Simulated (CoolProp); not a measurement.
Values from CoolProp's reference Helmholtz-energy equation of state, Lemmon 2003. It is a pseudo-pure fit of the blend.

Problem. For R407C, give the phase and the density (kg/m³), cv (kJ/(kg K)), speed of sound (m/s), Joule-Thomson coefficient (K/MPa) at 118.95 °C and 31.6 bar; 118.95 °C and 215 bar.

Solution. 
- 118.95 °C and 31.6 bar: gas; density 105, cv 0.949, speed of sound 174, Joule-Thomson coefficient 9.04
- 118.95 °C and 215 bar: supercritical; density 932, cv 1.00, speed of sound 381, Joule-Thomson coefficient 0.372
